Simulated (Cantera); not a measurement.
## Si + N2O + N2 (thermal oxidation and active oxidation of silicon)

A closed system holds: 1 mol Si, 0.066 mol N2O, 6.3 mol N2, equilibrated at 0.000300 bar.

Cantera equilibrium calculation (NASA polynomials, part measured and part estimated; ideal gas, pure solids and liquids). Candidate condensed phases: Si, SiO2, Si2N2O, Si3N4; 16 gas species. Mutual solubility and eutectic melting of coexisting phases are not modelled. The tables' values for SiN are old estimates; treat these amounts as uncertain. Equilibrium is a limit: real reactors are often held back by kinetics, nucleation or transport.

From 1150 K to 1550 K the condensed part is Si2N2O(s) + Si3N4(s). At 1650 K the condensed part is Si(s). From 1750 K to 1850 K the condensed part is Si(l).

```csv
T (K),log p N2,log p Si,log p SiO,log p Si2N,n Si2N2O(s),n Si3N4(s),n Si(s),n Si(l)
1150,-3.52,<-15,-12.49,<-15,0.0660,0.289,0,0
1250,-3.52,-13.33,-10.37,<-15,0.0660,0.289,0,0
1350,-3.52,-11.19,-8.57,-13.93,0.0659,0.289,0,0
1450,-3.52,-9.34,-7.02,-11.58,0.0642,0.290,0,0
1550,-3.53,-7.74,-5.68,-9.53,0.0258,0.303,0,0
1650,-3.53,-6.57,-5.51,-8.23,0,0,0.928,0
1750,-3.53,-5.82,-5.51,-7.65,0,0,0,0.900
1850,-3.54,-5.19,-5.52,-7.19,0,0,0,0.786
```
log p: log10 of the partial pressure in bar; n: condensed amount in mol.
